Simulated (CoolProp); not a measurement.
The numbers come from the reference Helmholtz-energy equation of state, Wagner 2002 in CoolProp.

Q: For water, give the phase and the Joule-Thomson coefficient (K/MPa), isothermal compressibility (1/MPa), viscosity (µPa s), fugacity coefficient at 1000 K and 26700 kPa; 1000 K and 53300 kPa; 1000 K and 66700 kPa.

A: 
- 1000 K and 26700 kPa: supercritical; Joule-Thomson coefficient 2.16, isothermal compressibility 0.0402, viscosity 39.5, fugacity coefficient 0.934
- 1000 K and 53300 kPa: supercritical; Joule-Thomson coefficient 1.79, isothermal compressibility 0.0210, viscosity 42.7, fugacity coefficient 0.873
- 1000 K and 66700 kPa: supercritical; Joule-Thomson coefficient 1.58, isothermal compressibility 0.0168, viscosity 44.7, fugacity coefficient 0.846

Viscosity comes from a separate model (Huber 2009).
